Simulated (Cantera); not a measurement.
Feed: 1 mol SiC, 1.9 mol H2O, 2 mol H2, at 1798.15 K.

These are equilibrium values from Cantera (NASA tables, ideal gas, pure condensed phases), not measurements of a reactor. Candidate condensed phases: C, C6H6, C7H8, C8H18, H2O, Si, SiC, SiO2; 123 gas species. Mutual solubility and eutectic melting of coexisting phases are not modelled. The tables hold silica as quartz up to 1696 K and as liquid above; real silica turns to tridymite and cristobalite and melts near 1996 K. Equilibrium is a limit: real reactors are often held back by kinetics, nucleation or transport.

x: gas mole fraction; n: condensed amount in mol.

```tsv
P (Pa)	x H2	x H	x CO	x SiO	x Si	n SiC(s)	n SiO2(condensed)	n C(graphite)
0.100	0.462	0.240	0.149	0.134	0.0149	0	0	0
0.750	0.580	0.0980	0.161	0.145	0.0161	0	0	0
5.60	0.630	0.0374	0.166	0.150	0.0160	0	0	0
42	0.659	0.0140	0.163	0.161	0.00235	…	0	0
320	0.668	0.00509	0.163	0.163	0.000310	0.0490	0	0
2400	0.671	0.00186	0.164	0.164	4.14e-5	0.0499	0	0
18000	0.720	0.000705	0.158	0.122	4.85e-6	…	0.194	0
130000	0.849	0.000285	0.141	0.00906	1.94e-7	…	0.606	0
1000000	0.877	0.000104	0.115	0.000637	7.38e-9	…	0.695	0.165
```

### Question
Some entries are withheld; supply them.

### Answer

- 42, n SiC(s): 0.0427
- 18000, n SiC(s): 0.147
- 130000, n SiC(s): 0.353
- 1000000, n SiC(s): 0.302
